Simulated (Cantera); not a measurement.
An isothermal, constant-pressure homogeneous reactor starts with 25.6 % CH4, 38.5 % H2O, 35.9 % H2, at 1675 K and 1000000 Pa.

Model: GRI-Mech 3.0 (53 species, 325 reactions), integrated in Cantera.

Problem. Predict: x(CH4) at 2.00 s; x(H2O) at 2.00 s; x(H2) at 2.00 s; x(C2H6) at 2.00 s; x(CH2) at 2.00 s.

Solution. 
```
Item                                                 Result
-----------------  ----------------------------------------
x(CH4) at 2.00 s     0.0420 (gas-phase equilibrium 5.73e-5)
x(H2O) at 2.00 s       0.133 (gas-phase equilibrium 0.0796)
x(H2) at 2.00 s         0.685 (gas-phase equilibrium 0.751)
x(C2H6) at 2.00 s  1.60e-5 (gas-phase equilibrium 2.75e-11)
x(CH2) at 2.00 s   1.83e-9 (gas-phase equilibrium 2.13e-12)
```
